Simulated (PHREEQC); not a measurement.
Make-up at 25 °C: 0.018 mol FeCl3, 0.0062 mol CaCl2 and 0.00071 mol NaCl per kg of water. Closed to the air; pH follows from the charge balance.

Computed with PHREEQC (ion-association model, phreeqc.dat).

Precipitation was switched off in this run.

Problem. Order these Cl species by the share of Cl that they hold, largest first: FeCl+2, FeCl2+, Cl-.

Solution. Cl- (93 %), FeCl+2 (6.1 %), FeCl2+ (1.2 %)

Problem. Order these Fe species by the share of Fe that they hold, largest first: Fe+3, FeCl+2, Fe2(OH)2+4, Fe3(OH)4+5, FeOH+2.

Solution. Fe+3 (34 %), FeCl+2 (23 %), Fe2(OH)2+4 (20 %), FeOH+2 (17 %), Fe3(OH)4+5 (3.5 %)

The pH is 2.20 and the ionic strength 0.107 mol/kgw. Examples of supersaturated solids here: Hematite (slow to form), Goethite (slow to form). Others may be too.
